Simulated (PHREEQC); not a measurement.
Spent oxide etchant (model solution)

Solution (25 °C): 0.013 mol HF, 0.1 mol (NH4)2SiF6, 0.057 mol H3PO4 and 0.0096 mol HCl per kg of water. Closed to the air; pH follows from the charge balance.

Model: ion-association model, phreeqc.dat, run in PHREEQC.

This is a speciation only: nothing precipitates in the calculation.

**Question.** Estimate the pH.

**Answer.** pH 1.66.

**Question.** In which forms is F present?

**Answer.** SiF6-2 98 %, HF 2.0 % of the F.

Species that the database lacks are ignored. SiF6-2 is the database's only silicon fluoride.
